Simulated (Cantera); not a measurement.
# Ammonia decomposition in nitride growth gas

A perfectly stirred reactor is fed with 30.3 % NH3, 69.7 % H2, at 1.30 bar; it is held at 2275 K, and followed from long to short residence time.

Computed with Cantera and the gas-phase N/H chemistry of the illustrative SiF4/NH3 mechanism in the Surface Chemkin manual (1991). Walls and surfaces, which speed up NH3 decomposition in real reactors, are not modelled.

```
τ (s)       x NH3   x H2     x NH     x NH2      x H      x N    x N2H2
-------  --------  -----  -------  --------  -------  -------  --------
12       0.000379  0.877  1.72e-6   9.52e-6  0.00700  6.74e-7  4.52e-10
3.9      0.000670  0.877  3.01e-6   1.68e-5  0.00696  1.17e-6   1.39e-9
1.3       0.00119  0.877  5.18e-6   2.93e-5  0.00685  1.99e-6   4.20e-9
0.43      0.00223  0.876  8.86e-6   5.25e-5  0.00655  3.25e-6   1.30e-8
0.14      0.00480  0.875  1.48e-5   9.98e-5  0.00578  4.79e-6   4.26e-8
0.047      0.0126  0.872  2.29e-5  0.000201  0.00443  5.66e-6   1.41e-7
0.016      0.0353  0.859  3.26e-5  0.000405  0.00313  5.74e-6   4.38e-7
0.0052     0.0885  0.827  4.41e-5  0.000752  0.00223  5.66e-6   1.21e-6
0.0017      0.169  0.777  5.40e-5   0.00116  0.00170  5.50e-6   2.51e-6
0.00058     0.239  0.734  5.88e-5   0.00145  0.00142  5.23e-6   3.68e-6
0.00019     0.279  0.710  5.77e-5   0.00156  0.00127  4.69e-6   4.07e-6
```
x: mole fraction; the columns are a selection and need not sum to one.
